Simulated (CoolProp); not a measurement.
Aqueous potassium formate as a coolant, at 19 °C, 1 atm.

Model: Melinder's fits for secondary coolants, in CoolProp.

```csv
mass %,freezing point (°C),conductivity (W/(m K)),density (kg/m³),cp (kJ/(kg K)),Prandtl number
3.7,?,0.589,1022,4.042,7.62
8,-3.8,0.580,1048,3.882,7.86
12.2,-6.2,0.572,1073,3.729,8.05
16.4,-9.0,0.565,1099,3.581,8.31
20.6,?,0.558,1126,3.437,8.69
24.9,-15.9,0.550,1155,3.297,9.17
29.1,-20.1,0.542,1184,3.167,9.71
33.3,-25.2,0.533,1213,3.048,10.3
37.5,-31.0,0.522,1244,2.938,10.9
41.8,?,0.511,1276,2.833,11.9
```

**Question.** Fill in the missing entries.

**Answer.** 
- 3.7, freezing point (°C): -1.6
- 20.6, freezing point (°C): -12.1
- 41.8, freezing point (°C): -38.0
